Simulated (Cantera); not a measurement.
What does this Cantera script print?

```python
import numpy as np
import cantera as ct

gas = ct.Solution("gri30.yaml")
gas.TPX = 1350, 150000, {'N2O': 1}
reactor = ct.IdealGasConstPressureReactor(gas, energy="off", clone=False)
net = ct.ReactorNet([reactor])
net.rtol, net.atol = 1e-08, 1e-18
show = ['N2O', 'O', 'NO2', 'N2', 'O2', 'NO']
times = np.geomspace(5e-05, 20, 11)

steps = ct.SolutionArray(gas, extra=["t"])
rows = []
print(f"{'t/s':>10s}{'T/K':>9s}{'P/Pa':>11s}" + "".join(f"{s:>11s}" for s in show))
for t in times:
    while net.time < t:
        t_next = net.step()
        steps.append(gas.state, t=t_next)
    rows.append([np.interp(t, steps.t, y) for y in (steps.T, steps.P, *steps(*show).X.T)])
    print(f"{t:10.3e}{rows[-1][0]:9.1f}{rows[-1][1]:11.4g}" + "".join(f"{x:11.3e}" for x in rows[-1][2:]))
rate = np.gradient(steps.T, steps.t)
print("integrator steps:", len(steps.t))
if steps.T.max() > steps.T[0] + 200:
    print(f"time of steepest temperature rise: {steps.t[rate.argmax()]:.4e} s")
gas.TPX = 1350, 150000, {'N2O': 1}
gas.equilibrate("TP")
print(f"equilibrium (TP): T = {gas.T:.1f} K  " + "  ".join(f"{s} {gas[s].X[0]:.3e}" for s in show))
```

It prints:

```
       t/s      T/K       P/Pa        N2O          O        NO2         N2         O2         NO
 5.000e-05   1350.0    1.5e+05  9.992e-01  1.321e-05  1.969e-08  4.742e-04  2.088e-04  8.693e-05
 1.816e-04   1350.0    1.5e+05  9.971e-01  1.321e-05  2.703e-07  1.749e-03  7.858e-04  3.270e-04
 6.598e-04   1350.0    1.5e+05  9.896e-01  1.318e-05  3.218e-06  6.346e-03  2.867e-03  1.191e-03
 2.397e-03   1350.0    1.5e+05  9.629e-01  1.306e-05  2.890e-05  2.262e-02  1.023e-02  4.223e-03
 8.706e-03   1350.0    1.5e+05  8.746e-01  1.254e-05  1.517e-04  7.654e-02  3.463e-02  1.409e-02
 3.162e-02   1350.0    1.5e+05  6.382e-01  1.087e-05  4.778e-04  2.215e-01  1.006e-01  3.925e-02
 1.149e-01   1350.0    1.5e+05  2.640e-01  6.725e-06  9.126e-04  4.543e-01  2.084e-01  7.243e-02
 4.173e-01   1350.0    1.5e+05  3.158e-02  1.437e-06  1.044e-03  6.045e-01  2.810e-01  8.189e-02
 1.516e+00   1350.0    1.5e+05  7.826e-05  1.909e-07  1.042e-03  6.258e-01  2.918e-01  8.121e-02
 5.506e+00   1350.0    1.5e+05  2.001e-06  1.875e-07  1.041e-03  6.259e-01  2.919e-01  8.113e-02
 2.000e+01   1350.0    1.5e+05  1.986e-06  1.876e-07  1.037e-03  6.261e-01  2.921e-01  8.082e-02
integrator steps: 1093
equilibrium (TP): T = 1350.0 K  N2O 4.600e-08  O 2.001e-07  NO2 8.637e-06  N2 6.663e-01  O2 3.330e-01  NO 6.304e-04
```

Computed with Cantera and GRI-Mech 3.0 (53 species, 325 reactions). GRI-Mech 3.0 was tuned for natural gas; its chemistry of N2O as a main component is partial and can be far from experiment. The mechanism lacks the step 2 NO + O2 → 2 NO2, which can matter for NO2 below about 1400 K. The temperature is held fixed by assumption; the heat of reaction is taken as removed at once.
